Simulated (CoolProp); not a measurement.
Vapour-liquid equilibrium of 1-butene (1) + acetone (2) at 339.9 K; x and y are mole fractions of (1).

Computed with CoolProp (multi-fluid Helmholtz-energy mixture model, Lemmon 2005 and Lemmon 2006; pair parameters Bell 2016).

```json
[
 {"x": "0.05", "bubble pressure (MPa)": "0.2281", "y at the bubble point": "0.381", "dew pressure at overall composition x (MPa)": "0.1515", "liquid density (mol/L)": "12.48"},
 {"x": "0.2", "bubble pressure (MPa)": "0.4329", "y at the bubble point": "0.699", "dew pressure at overall composition x (MPa)": "0.1790", "liquid density (mol/L)": "11.91"},
 {"x": "0.35", "bubble pressure (MPa)": "0.5707", "y at the bubble point": "0.792", "dew pressure at overall composition x (MPa)": "0.2180", "liquid density (mol/L)": "11.36"},
 {"x": "0.5", "bubble pressure (MPa)": "0.6627", "y at the bubble point": "(withheld)", "dew pressure at overall composition x (MPa)": "0.2780", "liquid density (mol/L)": "10.84"},
 {"x": "0.65", "bubble pressure (MPa)": "0.7330", "y at the bubble point": "0.875", "dew pressure at overall composition x (MPa)": "0.3813", "liquid density (mol/L)": "(withheld)"},
 {"x": "0.8", "bubble pressure (MPa)": "0.7990", "y at the bubble point": "0.915", "dew pressure at overall composition x (MPa)": "(withheld)", "liquid density (mol/L)": "9.927"},
 {"x": "0.95", "bubble pressure (MPa)": "0.8686", "y at the bubble point": "0.973", "dew pressure at overall composition x (MPa)": "0.8447", "liquid density (mol/L)": "(withheld)"}
]
```

Q: What belongs in the gaps?

A: 
- 0.5, y at the bubble point: 0.839
- 0.65, liquid density (mol/L): 10.36
- 0.8, dew pressure at overall composition x (MPa): 0.5855
- 0.95, liquid density (mol/L): 9.563

No azeotrope shows between x = 0.05 and 0.95.

Pair parameters are fitted to limited data, so mixtures are less certain than the pure fluids.
